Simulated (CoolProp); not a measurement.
The fluid at 278.34 K and 0.02 MPa flows at 0.15 m/s in a round tube of 6 mm bore and 15 µm roughness, fully developed (64/Re and Nu = 3.66 if laminar; Colebrook and Gnielinski if turbulent). The same conditions are run with several fluids, on thermodynamics alone (safety and materials aside).

The numbers come from the reference Helmholtz-energy equation of state of each fluid (R245fa: Akasaka 2015; dry air: Lemmon 2000; ammonia: Gao 2020) in CoolProp. Blends and air are pseudo-pure fits.

Task: Rank R245fa, dry air, ammonia by Reynolds number, highest first.

Result: R245fa (95.6), ammonia (14.1), dry air (12.9)

```csv
fluid,Darcy friction factor,pressure drop (Pa/m),heat-transfer coefficient (W/(m² K)),mass flow (kg/h)
R245fa,0.669,1.47,8.55,0.0179
dry air,4.96,2.33,15.1,0.00382
ammonia,4.53,1.25,14.2,0.00225
```

Transport values come from each fluid's own correlations; those of R245fa are estimates that may be off by 10 % or more.
